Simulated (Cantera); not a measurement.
A closed system holds: 1 mol Hg, 0.3 mol O₂, 4.5 mol N₂, held at 177 °C and 10.0 Torr.

Equilibrium computed with Cantera from the NASA thermochemical tables; the gas is ideal and each condensed phase is pure. Candidate condensed phases: Hg, HgO; 10 gas species. Equilibrium is a limit: real reactors are often held back by kinetics, nucleation or transport.

Base state: N₂ 0.918, Hg 0.0816 (mole fractions); condensed: HgO(s).

What changes in the equilibrium state with this change: temperature from 177 °C to 1400 °C?


```tsv
species	before	after
N₂	0.918	0.775
Hg	0.0816	0.172
O₂	1.12e-6	0.0511
NO	<1e-9	0.00128
O	<1e-9	6.54e-5
HgO(s), mol	0.600	0
```
